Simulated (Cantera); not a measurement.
An adiabatic, constant-volume homogeneous reactor starts with CH4 : O2 : N2 = 1 : 1.43 : 5.37 (molar parts), equivalence ratio 1.4, at 1475 K and 0.260 bar. Integrator tolerance rtol = 1e-08.

Cantera simulation using GRI-Mech 3.0 (53 species, 325 reactions); the numbers are that mechanism's predictions, not measurements.

Q: What does this change do: initial temperature 1475 to 1225 K?

A: 
```
quantity                                                            before                                    after
---------------------------------  ---------------------------------------  ---------------------------------------
time of steepest temperature rise                                  4.57 ms                                  0.105 s
temperature at 7.00 s                                               2801 K                                   2738 K
equilibrium temperature                                             2801 K                                   2738 K
x(CH4) at 7.00 s                     <1e-12 (gas-phase equilibrium <1e-12)    <1e-12 (gas-phase equilibrium <1e-12)
x(O2) at 7.00 s                    0.00501 (gas-phase equilibrium 0.00501)  0.00324 (gas-phase equilibrium 0.00324)
x(O) at 7.00 s                     0.00524 (gas-phase equilibrium 0.00524)  0.00303 (gas-phase equilibrium 0.00303)
x(C2H4) at 7.00 s                    <1e-12 (gas-phase equilibrium <1e-12)    <1e-12 (gas-phase equilibrium <1e-12)
x(HCN) at 7.00 s                   7.93e-9 (gas-phase equilibrium 7.93e-9)  8.04e-9 (gas-phase equilibrium 8.04e-9)
x(H2O2) at 7.00 s                  9.64e-8 (gas-phase equilibrium 9.64e-8)  8.03e-8 (gas-phase equilibrium 8.03e-8)
```

Q: What does this change do: pressure from 0.260 bar to 19.0 bar?

A: 
| quantity | before | after |
|---|---|---|
| time of steepest temperature rise | 4.57 ms | 0.141 ms |
| temperature at 7.00 s | 2801 K | 3150 K |
| equilibrium temperature | 2801 K | 3150 K |
| x(CH4) at 7.00 s | <1e-12 (gas-phase equilibrium <1e-12) | 7.11e-11 (gas-phase equilibrium 8.16e-11) |
| x(O2) at 7.00 s | 0.00501 (gas-phase equilibrium 0.00501) | 0.00108 (gas-phase equilibrium 0.00108) |
| x(O) at 7.00 s | 0.00524 (gas-phase equilibrium 0.00524) | 0.000919 (gas-phase equilibrium 0.000919) |
| x(C2H4) at 7.00 s | <1e-12 (gas-phase equilibrium <1e-12) | <1e-12 (gas-phase equilibrium <1e-12) |
| x(HCN) at 7.00 s | 7.93e-9 (gas-phase equilibrium 7.93e-9) | 4.89e-7 (gas-phase equilibrium 4.89e-7) |
| x(H2O2) at 7.00 s | 9.64e-8 (gas-phase equilibrium 9.64e-8) | 7.96e-7 (gas-phase equilibrium 7.96e-7) |
The pressure lies above the range GRI-Mech 3.0 was tuned for (to about 10 atm). Above 3000 K some thermodynamic fits are extrapolated.
